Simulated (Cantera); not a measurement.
**Adiabatic ignition**

An adiabatic, constant-volume homogeneous reactor starts with 15.4 % CH3OH, 16.5 % O2, 62.1 % N2, 6.01 % H2O, equivalence ratio 1.4, at 1798 K and 0.257 atm.

Cantera simulation using GRI-Mech 3.0 (53 species, 325 reactions); the numbers are that mechanism's predictions, not measurements. GRI-Mech 3.0 was tuned for natural gas; its chemistry of methanol as a main component is partial and can be far from experiment.

```csv
t (s),T (K),P (bar),x CH3OH,x O2,x H2O,x H2,x C2H6,x CH2
2.00e-6,1797,0.260,0.154,0.165,0.0603,0.000138,4.90e-9,6.74e-6
7.29e-6,1797,0.260,0.152,0.163,0.0609,0.000819,1.62e-7,6.67e-6
2.65e-5,1819,0.267,0.132,0.154,0.0695,0.00863,9.50e-7,7.88e-6
9.67e-5,2521,0.449,<1e-12,0.0180,0.195,0.0650,<1e-12,<1e-12
0.000352,2729,0.479,<1e-12,0.0145,0.209,0.0623,<1e-12,<1e-12
0.00128,2804,0.489,<1e-12,0.0125,0.214,0.0614,<1e-12,<1e-12
0.00468,2799,0.488,<1e-12,0.0116,0.214,0.0622,<1e-12,<1e-12
0.0170,2798,0.488,<1e-12,0.0115,0.214,0.0623,<1e-12,<1e-12
0.0620,2798,0.488,<1e-12,0.0115,0.214,0.0623,<1e-12,<1e-12
0.226,2798,0.488,<1e-12,0.0115,0.214,0.0623,<1e-12,<1e-12
0.823,2798,0.488,<1e-12,0.0115,0.214,0.0623,<1e-12,<1e-12
3.00,2798,0.488,<1e-12,0.0115,0.214,0.0623,<1e-12,<1e-12
```
x: mole fraction; the columns are a selection and need not sum to one.

- time of steepest temperature rise = 55.1 µs
- temperature at 3.00 s = 2798 K
- equilibrium temperature = 2798 K
- x(CH3OH) at 3.00 s = <1e-12 (gas-phase equilibrium <1e-12)
- x(O2) at 3.00 s = 0.0115 (gas-phase equilibrium 0.0115)
- x(H2O) at 3.00 s = 0.214 (gas-phase equilibrium 0.214)
